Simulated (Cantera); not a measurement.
Premixed flame

A freely propagating, adiabatic, planar premixed flame of H2 : O2 : N2 = 1 : 0.185 : 0.685 (molar parts), unburnt at 550 K and 5550 Torr; mixture-averaged transport, grid criteria slope 0.08 and curve 0.16, no radiation.

Detailed kinetics in Cantera: the H2/O2 subset of GRI-Mech 3.0, which has no nitrogen chemistry. The hydrogen kinetics of GRI-Mech 3.0 are dated; newer H2 mechanisms differ, most at raised pressure. Burning velocities carry a grid error of a few per cent, more on coarse grids.

```csv
z (mm),T (K),u (m/s),x H2,x O2,x O,x OH,x H2O2,x HO2
-0.112,550,6.29,0.535,0.0989,<1e-8,<1e-8,<1e-8,<1e-8
-0.0747,550,6.29,0.535,0.0989,<1e-8,<1e-8,<1e-8,1.39e-8
-0.0561,550,6.29,0.535,0.0990,<1e-8,<1e-8,<1e-8,1.39e-7
-0.0374,554,6.32,0.534,0.0992,5.15e-8,<1e-8,1.72e-7,5.04e-6
-0.0187,648,7.23,0.519,0.0998,1.20e-5,5.40e-5,3.03e-5,0.000709
-0.00934,942,10.2,0.485,0.0902,0.000163,0.000544,6.80e-5,0.000786
0,1306,13.8,0.435,0.0640,0.000695,0.000982,2.56e-5,0.000376
0.00934,1564,16.5,0.389,0.0327,0.000902,0.00146,4.31e-6,0.000172
0.0187,1703,17.9,0.364,0.0134,0.000569,0.00156,1.75e-6,6.78e-5
0.0374,1817,19.0,0.352,0.00209,0.000176,0.00146,5.65e-7,1.00e-5
0.0747,1900,19.8,0.356,0.000122,6.80e-5,0.00124,1.81e-7,5.91e-7
0.149,1965,20.4,0.361,1.03e-5,2.99e-5,0.000905,7.70e-8,7.80e-8
0.299,2011,20.8,0.366,3.19e-6,1.10e-5,0.000578,3.08e-8,2.78e-8
```
x: mole fraction of selected species; z is measured from the peak of heat release.

```yaml
laminar_burning_velocity: 629 cm/s
thermal_thickness: 0.0374 mm
peak x(O): 0.000927
peak x(OH): 0.00156
peak x(H2O2): 6.88e-5
peak x(HO2): 0.00101
```
